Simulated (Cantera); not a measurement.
Charge: 1 mol CuO, 2.2 mol HF, 1.1 mol N2, equilibrated at 128 Torr.

These are equilibrium values from Cantera (NASA tables, ideal gas, pure condensed phases), not measurements of a reactor. Candidate condensed phases: Cu, CuF2, CuO, Cu(OH)2, Cu2O, H2O; 45 gas species. Equilibrium is a limit: real reactors are often held back by kinetics, nucleation or transport.

Over these rows the condensed part is Cu2O(s). Partial pressures as log10 of bar:

```
T (K)  1000/T (1/K)  log p Cu  log p HF  log p N2  log p O2
-----  ------------  --------  --------  --------  --------
1248         0.8013     -8.50     -0.98     -1.28     -1.92
1298         0.7704     -7.84     -0.98     -1.28     -1.92
1348         0.7418     -7.22     -0.98     -1.28     -1.92
1398         0.7153     -6.65     -0.98     -1.28     -1.93
1448         0.6906         ?     -0.99     -1.28     -1.93
1498         0.6676     -5.62     -0.99     -1.28     -1.93
```

**Question.** Fit log p(Cu) = a + b·(1000/T) to the five rows, give the apparent enthalpy, and predict the row at 1448 K.

**Answer.** Means: 1000/T = 0.7393, log p = -7.166. Sxy = -0.227037, Sxx = 0.0105343, so b = -21.55 and a = -7.166 − (-21.55)×0.7393 = 8.77.
Apparent enthalpy: −19.145 × (-21.55) = 413 kJ/mol. With the condensed phases at unit activity, 1/2 Cu2O(s) = Cu(g) + 1/4 O2(g) links this pressure to the main gases: over the six rows their terms move log p by +0.00 in all, so the slope is close to that reaction's ΔH°. The five rows lie within 0.01 of the line.
Prediction at 1448 K: 8.77 + (-21.55)×0.6906 = -6.11. The computed value is -6.12, 0.01 from the line.
